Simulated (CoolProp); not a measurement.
A single-stage vapour-compression cycle with isobutane: evaporating at 261.15 K (dew point), condensing at 300.15 K (bubble point), superheat 2 K, subcooling 0 K, compressor efficiency 0.65, no pressure losses. Each further row changes one setting.

Model: reference Helmholtz-energy equation of state, Bücker 2006, in CoolProp.

```
case                              cooling COP  pressure ratio  discharge temperature (K)  refrigerating effect (kJ/kg)  volumetric capacity (kJ/m³)
--------------------------------  -----------  --------------  -------------------------  ----------------------------  ---------------------------
as stated                                3.67            3.70                      314.6                           277                          770
evaporating temperature 266.15 K         4.39               ?                      312.4                           284                            ?
condensing temperature 295.15 K             ?            3.20                      308.8                           290                          804
subcooling 5 K                           3.83            3.70                      314.6                           290                          804
superheat 12 K                           3.71            3.70                          ?                           293                            ?
compressor efficiency 0.55               3.11            3.70                      322.0                           277                          770
```

**Question.** What belongs in the gaps?

**Answer.** 
- evaporating temperature 266.15 K, pressure ratio: 3.06
- evaporating temperature 266.15 K, volumetric capacity (kJ/m³): 944
- condensing temperature 295.15 K, cooling COP: 4.33
- superheat 12 K, discharge temperature (K): 324.8
- superheat 12 K, volumetric capacity (kJ/m³): 780
